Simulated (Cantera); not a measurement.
A perfectly stirred reactor is fed with C2H6 : H2 = 1 : 17 (molar parts), at 31.0 Pa; it is held at 1500 K, and followed from long to short residence time.

Model: GRI-Mech 3.0 (53 species, 325 reactions), integrated in Cantera. GRI-Mech 3.0 stops at C3 and has no aromatics, soot or wall deposition, so with more carbon than oxygen in the feed, carbon stays in small species such as C2H2 where larger ones or solid carbon would form. Radical loss at walls, strong at low pressure, is not modelled.

### Question
What does this change do: temperature 1500 to 1525 K?

### Answer
| quantity | before | after |
|---|---|---|
| x(C2H6) at τ = 3.20 s | 0.000442 | 0.000353 |
| x(H2) at τ = 3.20 s | 0.919 | 0.919 |
| x(CH2) at τ = 3.20 s | 1.22e-6 | 1.61e-6 |
| x(C2H2) at τ = 3.20 s | 0.0230 | 0.0242 |
| x(H) at τ = 3.20 s | 0.00143 | 0.00167 |
| x(C2H6) at τ = 16.0 ms | 0.0378 | 0.0336 |
| x(H2) at τ = 16.0 ms | 0.935 | 0.932 |
| x(CH2) at τ = 16.0 ms | 1.77e-6 | 2.74e-6 |
| x(C2H2) at τ = 16.0 ms | 0.000270 | 0.000456 |
| x(H) at τ = 16.0 ms | 0.00102 | 0.00133 |

### Question
What does this change do: pressure from 31.0 Pa to 101000 Pa?

### Answer
```
quantity                  before     after
----------------------  --------  --------
x(C2H6) at τ = 3.20 s   0.000442   3.54e-5
x(H2) at τ = 3.20 s        0.919     0.910
x(CH2) at τ = 3.20 s     1.22e-6  5.18e-10
x(C2H2) at τ = 3.20 s     0.0230    0.0140
x(H) at τ = 3.20 s       0.00143   1.88e-5
x(C2H6) at τ = 16.0 ms    0.0378  0.000638
x(H2) at τ = 16.0 ms       0.935     0.931
x(CH2) at τ = 16.0 ms    1.77e-6   4.25e-9
x(C2H2) at τ = 16.0 ms  0.000270    0.0240
x(H) at τ = 16.0 ms      0.00102   8.02e-5
```
